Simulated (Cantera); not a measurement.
Charge: 1 mol SiCl₄, 1.5 mol H₂, equilibrated at 800 K and 0.360 bar.

Equilibrium computed with Cantera from the NASA thermochemical tables; the gas is ideal and each condensed phase is pure. Candidate condensed phases: Si; 19 gas species. The tables' values for SiCl₃ are old estimates; treat these amounts as uncertain. Kinetics and transport are ignored.

Base state: H₂ 0.586, SiCl₄ 0.386, HCl 0.0143, SiHCl₃ 0.0142, SiH₂Cl₂ 4.25e-5, SiCl₃ 2.15e-5 (mole fractions); condensed: gas only.

### Question
What changes in the equilibrium state with this change: 0.37 mol H₂O added?

### Answer
```json
[
 {"species": "H₂", "before": "0.586", "after": "0.491"},
 {"species": "SiCl₄", "before": "0.386", "after": "0.266"},
 {"species": "HCl", "before": "0.0143", "after": "0.243"},
 {"species": "SiHCl₃", "before": "0.0142", "after": "0.000486"},
 {"species": "SiH₂Cl₂", "before": "4.25e-5", "after": "7.18e-8"},
 {"species": "SiCl₃", "before": "2.15e-5", "after": "8.02e-7"},
 {"species": "SiO₂(α-quartz), mol", "before": "0", "after": "0.185"}
]
```
Further candidate phases: H₂O, SiO₂.
